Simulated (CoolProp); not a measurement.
Vapour-liquid equilibrium of dimethyl ether (1) + isobutane (2) at 1.1 MPa; x and y are mole fractions of (1).

Values from CoolProp's multi-fluid Helmholtz-energy mixture model, Wu 2011 and Bücker 2006; pair parameters Bell 2016.

```
x     bubble temperature, mixture model (K)  bubble temperature, Raoult's law (K)  y, mixture model  y, Raoult's law
----  -------------------------------------  ------------------------------------  ----------------  ---------------
0.05                                  340.9                                 342.2             0.091            0.080
0.2                                   334.4                                 338.0             0.309            0.294
0.35                                  329.7                                 334.3             0.470            0.473
0.5                                   326.5                                 330.9             0.600            0.625
0.65                                  324.1                                 327.8             0.715            0.756
0.8                                   322.6                                 325.0             0.829            0.870
0.95                                  321.7                                 322.4             0.953            0.969
```

The largest gap from Raoult's law is -4.6 K in bubble temperature, at x = 0.35. No azeotrope shows between x = 0.05 and 0.95.

The pair parameters rest on a limited set of measurements; away from them the model extrapolates.
